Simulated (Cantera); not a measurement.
Input: 1 mol Al, 1.2 mol HCl, at 948.15 K and 75.0 Torr.

Cantera equilibrium calculation (NASA polynomials, part measured and part estimated; ideal gas, pure solids and liquids). Candidate condensed phases: Al, AlCl3; 12 gas species. The tables' values for AlCl2 are old estimates; treat these amounts as uncertain. Kinetics and transport are ignored.

Base state: H2 0.598, AlCl3 0.387, AlCl 0.00775, AlCl2 0.00369, Al2Cl6 0.00319, HCl 3.88e-5 (mole fractions); condensed: Al(l).

Task: What changes in the equilibrium state with this change: HCl from 1.2 to 8.5 mol?

Result: 
```tsv
species	before	after
HCl	3.88e-5	0.688
H2	0.598	0.188
AlCl3	0.387	0.124
AlCl	0.00775	<1e-9
AlCl2	0.00369	3.74e-8
Al2Cl6	0.00319	0.000329
Al(l), mol	0.594	0
```

Task: What changes in the equilibrium state with this change: temperature from 948.15 K to 775 K?

Result: 
```tsv
species	before	after
H2	0.598	0.634
AlCl3	0.387	0.309
Al2Cl6	0.00319	0.0567
AlCl	0.00775	0.000143
AlCl2	0.00369	0.000158
HCl	3.88e-5	2.07e-6
Al(l), mol	0.594	0
Al(s), mol	0	0.600
```

Task: What changes in the equilibrium state with this change: HCl from 1.2 to 5.1 mol?

Result: 
| species | before | after |
|---|---|---|
| HCl | 3.88e-5 | 0.457 |
| H2 | 0.598 | 0.326 |
| AlCl3 | 0.387 | 0.216 |
| AlCl | 0.00775 | <1e-9 |
| AlCl2 | 0.00369 | 1.29e-7 |
| Al2Cl6 | 0.00319 | 0.000989 |
| Al(l), mol | 0.594 | 0 |
